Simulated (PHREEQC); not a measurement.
A solution holds 0.29 mol/kgw HF, 0.083 mol/kgw (CH3)4NF and 0.0016 mol/kgw HCl, at 25 °C. Closed to the air; pH follows from the charge balance.

Equilibrium calculation in PHREEQC: ion-association model, wateq4f.dat.

```tsv
quantity	before	after
pH	2.62	1.87
ionic strength (mol/kgw)	0.0859	0.0150
HF (mol/kgw)	0.145	0.151
H2F2 (mol/kgw)	0.0563	0.0600
F- (mol/kgw)	0.0537	0.00850
HF2- (mol/kgw)	0.0306	0.00496
```

**Question.** Which change was made?
A) HCl from 0.0016 to 0.0008 mol/kgw
B) 0.013 mol/kgw H3AsO4 added
C) HCl left out
D) (CH3)4NF left out
E) (CH3)4NF replaced by HBF4 at the same molality

**Answer.** D, (CH3)4NF left out

This is a speciation only: nothing precipitates in the calculation. (CH3)4N+ isn't in the database: it is added as a free cation with an ion size of 4 Å. wateq4f.dat counts part of the HF as a dimer, H2F2, which phreeqc.dat doesn't know; its constant is uncertain.
